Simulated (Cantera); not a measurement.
Equilibrium for silicon oxide and oxynitride deposition: HMDSO + O3 + H2O

Charge: 1 mol HMDSO, 0.57 mol O3, 0.42 mol H2O, held at 1000 Pa.

These are equilibrium values from Cantera (NASA tables, ideal gas, pure condensed phases), not measurements of a reactor. Candidate condensed phases: C, C6H6, C7H8, C8H18, H2O, Si, SiC, SiO2; 123 gas species. The feed counts by its element totals alone. Mutual solubility and eutectic melting of coexisting phases are not modelled. The tables hold silica as quartz up to 1696 K and as liquid above; real silica turns to tridymite and cristobalite and melts near 1996 K. Equilibrium is a limit: real reactors are often held back by kinetics, nucleation or transport.

```csv
T (K),x H2,x CO,x SiO,x CH4,x H,x C2H2 (acetylene),x H2O,n C(graphite),n SiC(s),n SiO2(β-quartz)
1075,0.999,0.000160,2.56e-8,0.000450,1.47e-7,7.52e-9,2.02e-7,5.56,0.436,1.56
1125,0.999,0.000721,1.72e-7,0.000288,4.44e-7,2.29e-8,4.63e-7,5.55,0.438,1.56
1175,0.997,0.00286,9.76e-7,0.000190,1.22e-6,6.35e-8,9.88e-7,5.52,0.448,1.55
1225,0.990,0.0101,4.80e-6,0.000129,3.10e-6,1.61e-7,1.97e-6,5.42,0.483,1.52
1275,0.968,0.0323,2.08e-5,8.68e-5,7.25e-6,3.72e-7,3.64e-6,5.09,0.592,1.41
1325,0.906,0.0942,8.04e-5,5.51e-5,1.56e-5,7.71e-7,6.14e-6,4.09,0.925,1.07
1375,0.751,0.249,0.000276,2.80e-5,2.97e-5,1.33e-6,8.60e-6,0.877,2.00,0
1425,0.751,0.249,0.000351,2.12e-5,5.91e-5,2.65e-6,5.68e-6,0.879,2.00,0
1475,0.750,0.249,0.000439,1.64e-5,0.000112,5.00e-6,3.86e-6,0.881,1.99,0
1525,0.750,0.249,0.000541,1.28e-5,0.000205,9.07e-6,2.69e-6,0.883,1.99,0
```
x: gas mole fraction; n: condensed amount in mol.

From 1075 K to 1325 K the condensed part is C(graphite) + SiC(s) + SiO2(β-quartz). From 1375 K to 1525 K the condensed part is C(graphite) + SiC(s). The main Si-bearing gas is SiO throughout.
